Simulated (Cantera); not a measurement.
Cantera with NASA thermochemical tables; ideal gases at 1 bar, condensed phases pure. Values are per mole of reaction as written; species without (g) are pure solids or liquids, kept so even where they would boil at 1 bar.

2 HCl(g) + 2 Na ⇌ H₂(g) + 2 NaCl

| T (K) | ΔH° (kJ) | ΔS° (J/K) | ΔG° (kJ) | log10 K | condensed phases |
|---|---|---|---|---|---|
| 700 | -635.7 | -201.2 | -494.9 | 36.93 | Na(l), NaCl(s) |
| 800 | -633.0 | -197.5 | -475.0 | 31.01 | Na(l), NaCl(s) |
| 900 | ___ | ___ | ___ | ___ | Na(l), NaCl(s) |
| 1000 | ___ | ___ | ___ | ___ | Na(l), NaCl(s) |
| 1100 | ___ | ___ | ___ | ___ | Na(l), NaCl(l) |
| 1200 | -560.8 | -129.3 | -405.7 | 17.66 | Na(l), NaCl(l) |
| 1300 | ___ | ___ | ___ | ___ | Na(l), NaCl(l) |

Question: Some entries are withheld; supply them.

Answer: 
- 900, ΔH° (kJ): -629.9
- 900, ΔS° (J/K): -193.8
- 900, ΔG° (kJ): -455.4
- 900, log10 K: 26.43
- 1000, ΔH° (kJ): -626.2
- 1000, ΔS° (J/K): -190.0
- 1000, ΔG° (kJ): -436.2
- 1000, log10 K: 22.79
- 1100, ΔH° (kJ): -565.5
- 1100, ΔS° (J/K): -133.4
- 1100, ΔG° (kJ): -418.8
- 1100, log10 K: 19.89
- 1300, ΔH° (kJ): -556.5
- 1300, ΔS° (J/K): -125.8
- 1300, ΔG° (kJ): -392.9
- 1300, log10 K: 15.79
